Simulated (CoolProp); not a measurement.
Vapour-liquid equilibrium of propane (1) + c-C4F8 (RC318) (2) at 1.96 bar; x and y are mole fractions of (1).

Model: multi-fluid Helmholtz-energy mixture model, Lemmon 2009 and Platzer 1990; pair parameters Bell 2016, in CoolProp. This equation is an older, rougher fit; its heat capacities, sound speeds and derivatives of the liquid may be far off and weren't checked against measurements.

```csv
x,"bubble temperature, mixture model (K)","bubble temperature, Raoult's law (K)","y, mixture model","y, Raoult's law"
0.05,275.1,281.2,0.308,0.153
0.125,264.9,276.8,0.566,0.338
0.2,258.4,272.9,0.691,0.480
0.275,254.4,269.3,0.755,0.591
0.35,252.0,266.1,0.790,0.679
0.425,250.6,263.2,0.812,0.749
0.5,249.7,260.5,0.826,0.806
0.575,249.1,258.0,0.836,0.852
0.65,248.6,255.8,0.847,0.890
0.725,248.2,253.7,0.860,0.922
0.8,247.7,251.7,0.878,0.948
0.875,247.3,249.9,0.906,0.970
0.95,247.1,248.2,0.952,0.989
```

The largest gap from Raoult's law is -14.9 K in bubble temperature, at x = 0.275. No azeotrope shows between x = 0.05 and 0.95.

Pair parameters are fitted to limited data, so mixtures are less certain than the pure fluids. With so large a gap from Raoult's law the liquid may split in two, which this calculation doesn't test in full.
